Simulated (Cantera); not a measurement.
Input: 1 mol borazine, 5.1 mol O₂, a varied amount of H₂, held at 1177 °C and 62.0 mbar.

These are equilibrium values from Cantera (NASA tables, ideal gas, pure condensed phases), not measurements of a reactor. Candidate condensed phases: B, BN, B₂O₃, B₃O₃H₃, H₂O; 39 gas species. The feed counts by its element totals alone. Gases not in the tables: H₃BO₃. Kinetics and transport are ignored.

x: gas mole fraction; n: condensed amount in mol.

```csv
n(H₂) (mol),x H₂,x H₂O,x N₂,x HBO₂,x HBO,n B₂O₃(l)
20,0.696,0.215,0.0603,0.0285,3.66e-5,1.14
35,0.808,(withheld),(withheld),(withheld),(withheld),1.04
51,0.862,(withheld),(withheld),(withheld),(withheld),0.964
66,0.890,0.0719,0.0211,0.0165,8.09e-5,0.899
81,0.909,0.0587,0.0174,0.0149,9.14e-5,0.841
96,0.922,0.0495,0.0148,0.0137,0.000101,0.788
110,0.931,0.0431,0.0130,0.0128,0.000109,0.741
130,0.941,0.0363,0.0111,0.0117,0.000120,0.680
140,0.944,0.0336,0.0103,0.0113,0.000125,0.651
160,0.951,0.0293,0.00907,0.0105,0.000135,0.597
170,0.953,0.0275,0.00855,0.0102,0.000140,0.570
```

Fill in the missing entries.


- 51, x H₂O: 0.0924
- 51, x N₂: 0.0268
- 51, x HBO₂: 0.0187
- 51, x HBO: 6.91e-5
- 35, x H₂O: 0.131
- 35, x N₂: 0.0375
- 35, x HBO₂: 0.0223
- 35, x HBO: 5.43e-5
